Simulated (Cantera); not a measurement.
Feed: 1 mol Si3N4, 0.44 mol C, 0.031 mol N2, equilibrated at 2300 °C and 7.40 bar.

Method: chemical equilibrium by Gibbs-energy minimisation in Cantera with the NASA 1993 tables (ideal gas, pure condensed phases). Candidate condensed phases: C, Si, SiC, Si3N4; 20 gas species. Mutual solubility and eutectic melting of coexisting phases are not modelled. The tables' values for SiN are old estimates; treat these amounts as uncertain. Equilibrium is a limit: real reactors are often held back by kinetics, nucleation or transport.

Base state: N2 0.998, Si 0.00109, SiN 0.000268, Si2N 0.000227, Si2C 0.000187, Si2 3.24e-5, SiC2 2.78e-5, CN 1.93e-5 (mole fractions); condensed: Si(l) + SiC(s).

Problem. What changes in the equilibrium state with this change: pressure from 7.40 bar to 0.0230 bar?

Solution. 
```
species        before    after
-----------  --------  -------
N2              0.998    0.560
Si            0.00109    0.351
Si2C         0.000187   0.0603
Si2           3.24e-5   0.0104
SiC2          2.78e-5  0.00895
SiC           2.03e-7  6.53e-5
Si3           5.44e-6  0.00175
Si(l), mol       2.56    0.982
SiC(s), mol     0.439    0.157
```
